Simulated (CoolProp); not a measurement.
A simple Rankine cycle with vinyl chloride: condensing at 329.15 K, boiler at 2.37 MPa, turbine inlet 429 K, turbine efficiency 0.7, pump efficiency 0.6, no recuperator. Each further row changes one setting.

Computed with CoolProp (reference Helmholtz-energy equation of state, Thol 2022).

| case | thermal efficiency (%) | net work (kJ/kg) | heat in (kJ/kg) | turbine exit temperature (K) | volume ratio over the turbine |
|---|---|---|---|---|---|
| as stated | 7.5 | 28.6 | 379 | ___ | 2.54 |
| condensing temperature 321.15 K | ___ | 34.6 | ___ | 375.8 | ___ |
| boiler pressure 1.66 MPa | 5.0 | ___ | 390 | 402.0 | 1.78 |
| turbine efficiency 0.6 | 6.4 | 24.1 | 379 | ___ | 2.58 |

Task: Fill in the missing entries.

Result: 
- as stated, turbine exit temperature (K): 383.8
- condensing temperature 321.15 K, thermal efficiency (%): 8.8
- condensing temperature 321.15 K, heat in (kJ/kg): 392
- condensing temperature 321.15 K, volume ratio over the turbine: 3.07
- boiler pressure 1.66 MPa, net work (kJ/kg): 19.7
- turbine efficiency 0.6, turbine exit temperature (K): 387.9
